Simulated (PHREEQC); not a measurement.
**Sulfide liquor**

Solution (20 °C): 0.13 mol NH4HS and 7.2e-05 mol NaOH per kg of water. Closed to the air; pH follows from the charge balance.

Computed with PHREEQC (ion-association model, phreeqc.dat).

```
Quantity                      Value
--------------------  -------------
pH                             8.21
ionic strength        0.124 mol/kgw
specific conductance    12600 µS/cm
density                 1.000 g/cm³
total alkalinity         130 meq/kg
```

| species | molality | activity | log γ |
|---|---|---|---|
| HS- | 0.124 | 0.0928 | -0.127 |
| NH4+ | 0.124 | 0.0904 | -0.138 |
| NH3 | 0.00571 | 0.00588 | 0.012 |
| H2S | 0.00564 | 0.00581 | 0.012 |
| Na+ | 7.20e-5 | 5.58e-5 | -0.111 |
| S-2 | 3.67e-6 | 1.29e-6 | -0.452 |
| OH- | 1.49e-6 | 1.11e-6 | -0.127 |
| H+ | 7.48e-9 | 6.12e-9 | -0.087 |

This is a speciation only: nothing precipitates in the calculation.
